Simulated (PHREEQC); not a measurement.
Consider water at 25 °C with 0.0095 mol/kgw LiBr. Closed to the air; pH follows from the charge balance.

Model: ion-association model, wateq4f.dat, run in PHREEQC.

```tsv
quantity	before	after
pH	7.00	6.40
ionic strength (mol/kgw)	0.00950	0.00950
```

### Question
Which change was made?
(A) 0.0048 mol/kgw NaOH added
(B) temperature from 25 to 70 °C
(C) LiBr from 0.0095 to 0.00475 mol/kgw
(D) diluted 10-fold with water
(E) temperature from 25 to 5 °C

### Answer
B, temperature from 25 to 70 °C

No solid was allowed to form. Away from 25 °C the constants follow the database's enthalpies or fits; those with neither stay at their 25 °C values.
